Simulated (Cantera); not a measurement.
Adiabatic ignition

An adiabatic, constant-volume homogeneous reactor starts with H2 : O2 : N2 = 1 : 0.227 : 0.855 (molar parts), equivalence ratio 2.2, at 1000 K and 10.0 bar.

Cantera simulation using the H2/O2 subset of GRI-Mech 3.0, which has no nitrogen chemistry; the numbers are that mechanism's predictions, not measurements. The hydrogen kinetics of GRI-Mech 3.0 are dated; newer H2 mechanisms differ, most at raised pressure.

| t (s) | T (K) | P (bar) | x H2 | x O2 | x H2O2 | x O | x H | x H2O | x HO2 |
|---|---|---|---|---|---|---|---|---|---|
| 9.00e-6 | 1000 | 10.0 | 0.480 | 0.109 | 1.21e-10 | 2.63e-12 | 4.98e-11 | 5.41e-10 | 7.35e-9 |
| 2.55e-5 | 1000 | 10.0 | 0.480 | 0.109 | 9.80e-10 | 2.97e-12 | 5.62e-11 | 1.67e-9 | 2.10e-8 |
| 7.22e-5 | 1000 | 10.0 | 0.480 | 0.109 | 7.89e-9 | 4.00e-12 | 7.57e-11 | 5.92e-9 | 6.09e-8 |
| 0.000205 | 1000 | 10.0 | 0.480 | 0.109 | 6.42e-8 | 7.66e-12 | 1.45e-10 | 3.16e-8 | 1.87e-7 |
| 0.000580 | 1000 | 10.0 | 0.480 | 0.109 | 5.98e-7 | 2.78e-11 | 5.26e-10 | 3.62e-7 | 7.75e-7 |
| 0.00164 | 1000 | 10.0 | 0.480 | 0.109 | 1.28e-5 | 3.43e-10 | 6.46e-9 | 1.26e-5 | 7.97e-6 |
| 0.00466 | 1017 | 10.2 | 0.479 | 0.108 | 0.000434 | 1.01e-8 | 1.84e-7 | 0.00137 | 6.18e-5 |
| 0.0132 | 2862 | 25.7 | 0.288 | 2.07e-5 | 7.72e-8 | 6.22e-5 | 0.0108 | 0.240 | 1.12e-7 |
| 0.0374 | 2862 | 25.7 | 0.288 | 2.07e-5 | 7.72e-8 | 6.22e-5 | 0.0108 | 0.240 | 1.12e-7 |
| 0.106 | 2862 | 25.7 | 0.288 | 2.07e-5 | 7.72e-8 | 6.22e-5 | 0.0108 | 0.240 | 1.12e-7 |
| 0.300 | 2862 | 25.7 | 0.288 | 2.07e-5 | 7.72e-8 | 6.22e-5 | 0.0108 | 0.240 | 1.12e-7 |
x: mole fraction; the columns are a selection and need not sum to one.

```json
{
 "time_of_steepest_temperature_rise": "5.88 ms",
 "temperature at 0.300 s": "2862 K",
 "equilibrium_temperature": "2862 K",
 "x(H2) at 0.300 s": "0.288 (gas-phase equilibrium 0.288)",
 "x(O2) at 0.300 s": "2.07e-5 (gas-phase equilibrium 2.07e-5)",
 "x(H2O2) at 0.300 s": "7.72e-8 (gas-phase equilibrium 7.72e-8)"
}
```
